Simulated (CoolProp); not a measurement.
Vapour-liquid equilibrium of R125 (1) + R236FA (2) at 285 K; x and y are mole fractions of (1).

Model: multi-fluid Helmholtz-energy mixture model, Lemmon 2005 and Pan 2012; pair parameters Bell 2016, in CoolProp.

```json
[
 {"x": "0.05", "bubble pressure, mixture model (MPa)": "0.2070", "bubble pressure, Raoult's law (MPa)": "0.2106", "y, mixture model": "0.202", "y, Raoult's law": "0.228"},
 {"x": "0.125", "bubble pressure, mixture model (MPa)": "0.2611", "bubble pressure, Raoult's law (MPa)": "0.2696", "y, mixture model": "0.404", "y, Raoult's law": "0.445"},
 {"x": "0.2", "bubble pressure, mixture model (MPa)": "0.3157", "bubble pressure, Raoult's law (MPa)": "0.3287", "y, mixture model": "0.539", "y, Raoult's law": "0.583"},
 {"x": "0.275", "bubble pressure, mixture model (MPa)": "0.3708", "bubble pressure, Raoult's law (MPa)": "0.3878", "y, mixture model": "0.636", "y, Raoult's law": "0.680"},
 {"x": "0.35", "bubble pressure, mixture model (MPa)": "0.4267", "bubble pressure, Raoult's law (MPa)": "0.4469", "y, mixture model": "0.709", "y, Raoult's law": "0.751"},
 {"x": "0.425", "bubble pressure, mixture model (MPa)": "0.4833", "bubble pressure, Raoult's law (MPa)": "0.5060", "y, mixture model": "0.767", "y, Raoult's law": "0.805"},
 {"x": "0.5", "bubble pressure, mixture model (MPa)": "0.5408", "bubble pressure, Raoult's law (MPa)": "0.5651", "y, mixture model": "0.814", "y, Raoult's law": "0.849"},
 {"x": "0.575", "bubble pressure, mixture model (MPa)": "0.5993", "bubble pressure, Raoult's law (MPa)": "0.6241", "y, mixture model": "0.853", "y, Raoult's law": "0.883"},
 {"x": "0.65", "bubble pressure, mixture model (MPa)": "0.6589", "bubble pressure, Raoult's law (MPa)": "0.6832", "y, mixture model": "0.887", "y, Raoult's law": "0.912"},
 {"x": "0.725", "bubble pressure, mixture model (MPa)": "0.7198", "bubble pressure, Raoult's law (MPa)": "0.7423", "y, mixture model": "0.916", "y, Raoult's law": "0.937"},
 {"x": "0.8", "bubble pressure, mixture model (MPa)": "0.7823", "bubble pressure, Raoult's law (MPa)": "0.8014", "y, mixture model": "0.942", "y, Raoult's law": "0.957"},
 {"x": "0.875", "bubble pressure, mixture model (MPa)": "0.8466", "bubble pressure, Raoult's law (MPa)": "0.8605", "y, mixture model": "0.965", "y, Raoult's law": "0.975"},
 {"x": "0.95", "bubble pressure, mixture model (MPa)": "0.9131", "bubble pressure, Raoult's law (MPa)": "0.9196", "y, mixture model": "0.987", "y, Raoult's law": "0.991"}
]
```

The largest gap from Raoult's law is -4.5 % in bubble pressure, at x = 0.35. No azeotrope shows between x = 0.05 and 0.95.

Pair parameters are fitted to limited data, so mixtures are less certain than the pure fluids.
